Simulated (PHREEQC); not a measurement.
A solution holds 56 mmol/kgw NH3, 21 mmol/kgw NaAlO2 and 12 mmol/kgw (CH3)4NCl, at 25 °C. Closed to the air; pH follows from the charge balance.

All values are PHREEQC results (ion-association model, wateq4f.dat), not measurements.

```json
[
 {"quantity": "pH", "before": "10.99", "after": "10.63"},
 {"quantity": "NH4+ (mol/kgw)", "before": "0.00117", "after": "0.000515"},
 {"quantity": "SI of Halite (NaCl)", "before": "-5.33", "after": "-5.33"}
]
```

Task: What was changed between the two runs?
(A) NaAlO2 from 0.021 to 0.0042 mol/kgw
(B) 0.0016 mol/kgw Ca(OH)2 added
(C) NH3 from 0.056 to 0.28 mol/kgw
(D) NaAlO2 replaced by Na2SO4 at the same molality
(E) NH3 from 0.056 to 0.0112 mol/kgw

Result: E, NH3 from 0.056 to 0.0112 mol/kgw

Precipitation was switched off in this run. Some of these states are supersaturated (in Boehmite (slow to form), Gibbsite (slow to form), for instance). (CH3)4N+ isn't in the database: it is added as a free cation with an ion size of 4 Å.
